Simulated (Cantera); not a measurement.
A closed system holds: 1 mol BN, 0.98 mol H₂, at 2150 K.

Cantera equilibrium calculation (NASA polynomials, part measured and part estimated; ideal gas, pure solids and liquids). Candidate condensed phases: B, BN; 15 gas species. Mutual solubility and eutectic melting of coexisting phases are not modelled. Gases not in the tables: B₂H₆ and higher boranes. Kinetics and transport are ignored.

Q: Which condensed phases are stable at each of these points (P (Pa)): 1, 10, 100, 1000, 10000, 100000, 1000000?

A: 
```
P (Pa)   condensed phases  B condensed (%)
-------  ----------------  ---------------
1                    B(s)             66.9
10                   B(s)             97.5
100                  B(s)             99.7
1000         B(s) + BN(s)             99.9
10000        B(s) + BN(s)             99.9
100000       B(s) + BN(s)             99.9
1000000             BN(s)             99.9
```

From 1.00 Pa to 100 Pa the condensed part is B(s). From 1000 Pa to 100000 Pa the condensed part is B(s) + BN(s). At 1000000 Pa the condensed part is BN(s).
